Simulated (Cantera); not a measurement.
A perfectly stirred reactor is fed with 34.5 % NH3, 65.5 % N2, at 0.132 atm; it is held at 1748 K, and followed from long to short residence time.

Computed with Cantera and the gas-phase N/H chemistry of the illustrative SiF4/NH3 mechanism in the Surface Chemkin manual (1991). Walls and surfaces, which speed up NH3 decomposition in real reactors, are not modelled.

x: mole fraction; the columns are a selection and need not sum to one.

| τ (s) | x NH3 | x NH | x N | x H | x H2 | x N2 | x NH2 |
|---|---|---|---|---|---|---|---|
| 1.6 | 0.234 | 1.83e-6 | 9.72e-8 | 3.13e-5 | 0.123 | 0.642 | 0.000155 |
| 0.53 | … | 1.81e-6 | … | … | … | 0.650 | … |
| 0.18 | 0.327 | 1.56e-6 | 3.46e-8 | 5.10e-6 | 0.0201 | 0.653 | 0.000210 |
| 0.060 | 0.339 | 1.23e-6 | 1.19e-8 | 1.81e-6 | 0.00665 | 0.654 | 0.000221 |
| 0.020 | 0.343 | 9.54e-7 | 3.53e-9 | 5.96e-7 | 0.00198 | 0.655 | 0.000212 |
| 0.0068 | 0.344 | … | 9.38e-10 | … | … | 0.655 | … |
| 0.0023 | 0.345 | 2.42e-7 | 2.01e-10 | 5.76e-8 | 7.80e-5 | 0.655 | 8.92e-5 |

**Question.** What belongs in the gaps?

**Answer.** 
- 0.53, x NH3: 0.296
- 0.53, x N: 6.96e-8
- 0.53, x H: 1.32e-5
- 0.53, x H2: 0.0538
- 0.53, x NH2: 0.000188
- 0.0068, x NH: 6.47e-7
- 0.0068, x H: 1.83e-7
- 0.0068, x H2: 0.000475
- 0.0068, x NH2: 0.000170
